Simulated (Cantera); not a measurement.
# Thermodynamics of boron, boron nitride and boron oxide, feed borazine + O₂

A closed system holds: 1 mol borazine, a varied amount of O₂, at 17.3 Torr.

Equilibrium computed with Cantera from the NASA thermochemical tables; the gas is ideal and each condensed phase is pure. Candidate condensed phases: B, BN, B₂O₃, B₃O₃H₃, H₂O; 39 gas species. The feed counts by its element totals alone. Mutual solubility and eutectic melting of coexisting phases are not modelled. Rates play no part.

Q: Map the stable condensed phases over T = 1350, 1450, 1550, 1650, 1750, 1850, 1950, 2050, 2150, 2250 K and n(O₂) in mol = 1, 2.3, 3.5, 4.8, 6, 7.3, 8.5, 9.8.

A: 
```
T in K \ n(O₂) in mol
           1 2.3 3.5 4.8   6 7.3 8.5 9.8
   2250    A   B   B   B   B   B   B   B
   2150    A   B   B   B   B   B   B   B
   2050    A   B   B   B   B   B   B   B
   1950    A   B   B   B   B   B   B   B
   1850    A   B   B   B   B   B   B   B
   1750    C   D   B   B   B   B   B   B
   1650    C   D   D   D   D   D   D   D
   1550    C   D   D   D   D   D   D   D
   1450    C   D   D   D   D   D   D   D
   1350    C   D   D   D   D   D   D   D
```
A: BN; B: gas only; C: BN + B₂O₃; D: B₂O₃.
